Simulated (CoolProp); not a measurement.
The fluid at 549.87 K and 3.48 MPa is throttled through a valve to 2.31 MPa with no heat exchange. The same conditions are run with several fluids, on thermodynamics alone (safety and materials aside).

Values from CoolProp's reference Helmholtz-energy equation of state of each fluid (hydrogen chloride: Thol 2018; cyclopentane: Gedanitz 2015; propylene: Lemmon 2013; ethanol: Schroeder 2014; hydrogen sulfide: Lemmon 2006).

```json
[
 {"fluid": "hydrogen chloride", "temperature change (K)": "-5.3", "final density (kg/m³)": "19.0"},
 {"fluid": "cyclopentane", "temperature change (K)": "-8.8", "final density (kg/m³)": "43.0"},
 {"fluid": "propylene", "temperature change (K)": "?", "final density (kg/m³)": "22.4"},
 {"fluid": "ethanol", "temperature change (K)": "-9.4", "final density (kg/m³)": "?"},
 {"fluid": "hydrogen sulfide", "temperature change (K)": "-5.3", "final density (kg/m³)": "?"}
]
```

Task: Complete the blanks.

Result: 
- propylene, temperature change (K): -3.8
- ethanol, final density (kg/m³): 26.1
- hydrogen sulfide, final density (kg/m³): 17.8
